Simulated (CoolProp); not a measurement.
Vapour pressure (bar) of octamethyltrisiloxane (MDM): the reference equation beside estimates from Tc = 292.2 °C, pc = 14.38 bar, ω = 0.528.

Values from CoolProp's reference Helmholtz-energy equation of state, Thol 2017.

```csv
T (°C),reference,van der Waals,Redlich-Kwong,Soave-Redlich-Kwong,Peng-Robinson
69.85,0.05816,1.331,0.3304,0.05870,0.06190
82.95,0.1027,1.644,0.4816,0.1028,0.1071
96.15,0.1730,2.005,0.6813,0.1722,0.1773
109.25,0.2771,2.413,0.9345,…,0.2805
122.35,0.4265,…,1.250,0.4227,0.4279
135.45,0.6338,3.385,1.637,0.6283,0.6320
148.65,0.9156,3.958,…,0.9088,0.9094
161.75,1.283,4.585,2.657,1.276,1.272
174.85,…,5.273,3.303,1.751,1.739
187.95,2.350,6.022,4.049,2.352,…
201.15,3.092,6.841,4.910,3.106,3.073
214.25,3.993,7.719,5.881,4.024,3.980
227.35,5.080,8.665,6.972,5.136,5.079
240.45,6.379,9.678,8.192,6.465,6.398
```

Task: Fill in the missing entries.

Result: 
- 109.25, Soave-Redlich-Kwong: 0.2750
- 122.35, van der Waals: 2.872
- 148.65, Redlich-Kwong: 2.105
- 174.85, reference: 1.755
- 187.95, Peng-Robinson: 2.331

Absolute difference from the reference over all 14 rows, mean and median: van der Waals 557.8 and 294.8 %, Redlich-Kwong 163.5 and 118.5 %, Soave-Redlich-Kwong 0.7 and 0.8 %, Peng-Robinson 1.4 and 0.7 %.
